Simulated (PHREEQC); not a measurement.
Model water analysis in mmol/kgw, 25 °C, pH 6.22, pe 11.6: Na 0.000627; K 8.06e-05; Ca 0.000383; Mg 0.000617; Cl 0.000287; S(6) 0.000325; Alkalinity (meq/kgw) 0.00184; Cd 1.95e-05.

Valence states are taken as typed.

All values are PHREEQC results (ion-association model, phreeqc.dat), not measurements.

This is a speciation only: nothing precipitates in the calculation.

### Question
Estimate the ionic strength, charge-balance error.

### Answer
ionic strength 4.71e-6 mol/kgw; charge-balance error -0.5 %.

### Question
In which forms is C present?

### Answer
CO2 57 %, HCO3- 43 % of the C.
